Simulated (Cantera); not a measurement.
# Cu₂O + H₂ + H₂O (hydrogen reduction and annealing atmospheres)

A closed system holds: 1 mol Cu₂O, 130 mol H₂, 0.44 mol H₂O, held at 1 atm.

Method: chemical equilibrium by Gibbs-energy minimisation in Cantera with the NASA 1993 tables (ideal gas, pure condensed phases). Candidate condensed phases: Cu, CuO, Cu(OH)₂, Cu₂O, H₂O; 12 gas species. Equilibrium is a limit: real reactors are often held back by kinetics, nucleation or transport.

| T (K) | x H₂ | x H₂O | x Cu | x H | x Cu₂ | x OH | n Cu(s) | n Cu(l) |
|---|---|---|---|---|---|---|---|---|
| 748 | 0.989 | 0.0110 | <1e-12 | <1e-12 | <1e-12 | <1e-12 | 2.00 | 0 |
| 848 | 0.989 | 0.0110 | <1e-12 | 1.88e-11 | <1e-12 | <1e-12 | 2.00 | 0 |
| 948 | 0.989 | 0.0110 | 1.70e-12 | 5.18e-10 | <1e-12 | <1e-12 | 2.00 | 0 |
| 1048 | 0.989 | 0.0110 | 9.66e-11 | 7.63e-9 | <1e-12 | <1e-12 | 2.00 | 0 |
| 1148 | 0.989 | 0.0110 | 2.69e-9 | 7.08e-8 | <1e-12 | 4.72e-12 | 2.00 | 0 |
| 1248 | 0.989 | 0.0110 | 4.35e-8 | 4.61e-7 | 2.10e-12 | 5.26e-11 | 2.00 | 0 |
| 1348 | 0.989 | 0.0110 | 4.62e-7 | 2.29e-6 | 5.95e-11 | 4.11e-10 | 2.00 | 0 |
| 1448 | 0.989 | 0.0110 | 3.27e-6 | 9.11e-6 | 9.05e-10 | 2.42e-9 | 0 | 2.00 |
| 1548 | 0.989 | 0.0110 | 1.78e-5 | 3.04e-5 | 9.39e-9 | 1.13e-8 | 0 | 2.00 |
| 1648 | 0.989 | 0.0110 | 7.80e-5 | 8.80e-5 | 7.24e-8 | 4.41e-8 | 0 | 1.99 |
| 1748 | 0.988 | 0.0110 | 0.000288 | 0.000226 | 4.37e-7 | 1.47e-7 | 0 | 1.96 |
x: gas mole fraction; n: condensed amount in mol.

From 748 K to 1348 K the condensed part is Cu(s). From 1448 K to 1748 K the condensed part is Cu(l).
